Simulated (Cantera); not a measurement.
# Boron, boron nitride and boron oxide: B2H6 + NH3 + H2

Feed: 1 mol B2H6, 1.9 mol NH3, 5.3 mol H2, held at 1250 K and 38.3 Torr.

Equilibrium computed with Cantera from the NASA thermochemical tables; the gas is ideal and each condensed phase is pure. Candidate condensed phases: B, BN; 15 gas species. The feed counts by its element totals alone. Mutual solubility and eutectic melting of coexisting phases are not modelled. Equilibrium is a limit: real reactors are often held back by kinetics, nucleation or transport.

The x(H2) is 1.000 and the x(H) is 2.14e-6. The n(B(s)) is 0.1000 mol. The n(BN(s)) comes out as 1.90 mol. The gas amount is 11.15 mol.
